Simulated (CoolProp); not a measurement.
Vapour-liquid equilibrium of R22 (1) + R134a (2) at 0.0543 bar; x and y are mole fractions of (1).

Computed with CoolProp (multi-fluid Helmholtz-energy mixture model, Kamei 1995 and Tillner-Roth 1994; pair parameters Bell 2016).

```csv
x,bubble temperature (K),y at the bubble point,dew temperature at overall composition x (K),liquid density (mol/L)
0.05,196.6,0.152,197.6,15.00
0.2,193.2,0.450,196.1,15.42
0.35,190.8,0.626,194.4,15.84
0.5,189.0,0.745,192.5,16.27
0.65,187.5,0.836,190.4,16.71
0.8,186.2,0.912,188.1,17.17
0.95,185.0,0.979,185.5,17.65
```

No azeotrope shows between x = 0.05 and 0.95.

Pair parameters are fitted to limited data, so mixtures are less certain than the pure fluids.
